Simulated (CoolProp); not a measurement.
C3F8 (R218) along the isotherm 384.3 K: fugacity coefficient from the reference equation and from simpler models built on Tc = 345.0 K, pc = 2.640 MPa, ω = 0.317; each cubic takes its own stable root.

The numbers come from the reference Helmholtz-energy equation of state, Lemmon 2006 in CoolProp. It is a short technical equation, of lower accuracy than the large ones.

| p (MPa) | phase | reference |
|---|---|---|
| 0.12 | gas | 0.9899 |
| 0.24 | gas | 0.9799 |
| 0.36 | gas | 0.9699 |
| 0.48 | gas | 0.9599 |
| 0.6 | gas | 0.9499 |
| 0.72 | gas | 0.9399 |
| 0.84 | gas | 0.9300 |
| 0.96 | gas | 0.9201 |
| 1.08 | gas | 0.9102 |
| 1.2 | gas | 0.9003 |
| 1.32 | gas | 0.8904 |

**Question.** How far does each simpler model (van der Waals, Redlich-Kwong, Peng-Robinson) lie from the reference over these 11 states: mean and median of the absolute difference, and the worst?

**Answer.** 
- van der Waals: mean 0.2 %, median 0.2 %, worst -0.3 % at 384.3 K and 1.32 MPa
- Redlich-Kwong: mean 0.7 %, median 0.7 %, worst -1.2 % at 384.3 K and 1.32 MPa
- Peng-Robinson: mean 1.1 %, median 1.1 %, worst -1.9 % at 384.3 K and 1.32 MPa
